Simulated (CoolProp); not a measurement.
Values from CoolProp's reference Helmholtz-energy equation of state, Thol 2019.

Question: For decamethylcyclopentasiloxane (D5), give the phase and the Z, cp (kJ/(kg K)), cv (kJ/(kg K)), expansivity (1/kK) at 485.5 K and 0.864 MPa; 597.6 K and 0.864 MPa.

Answer: 
- 485.5 K and 0.864 MPa: liquid; Z 0.106, cp 2.00, cv 1.76, expansivity 1.73
- 597.6 K and 0.864 MPa: liquid; Z 0.123, cp 2.47, cv 1.96, expansivity 8.89
